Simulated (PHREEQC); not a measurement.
Dissolve 1.3 mol MgCl2 and 0.46 mol Na2SO4 per kg of water at 25 °C and 100 atm. Closed to the air; pH follows from the charge balance.

All values are PHREEQC results (Pitzer model, pitzer.dat), not measurements.

Each row changes one thing in this solution. This is a speciation only: nothing precipitates in the calculation.

```
case                                pH  HSO4- (mol/kgw)  SI of Epsomite (MgSO4:7H2O)  SI of Halite (NaCl)
--------------------------------  ----  ---------------  ---------------------------  -------------------
as made                           5.83          8.65e-7                        -0.76                -1.37
temperature from 25 to 20 °C      5.89          6.42e-7                        -0.70                -1.36
MgCl2 from 1.3 to 1.17 mol/kgw    5.93          8.17e-7                        -0.81                -1.45
0.22 mol/kgw HCl added            0.54            0.111                        -0.85                -1.29
Na2SO4 from 0.46 to 0.92 mol/kgw  5.86          1.51e-6                        -0.57                -1.05
MgCl2 from 1.3 to 0.13 mol/kgw    6.96          4.42e-7                        -1.65                -2.70
```

Species that the database lacks are ignored. Under pressure, the constants of complexes without a molar volume in the database are unreliable.
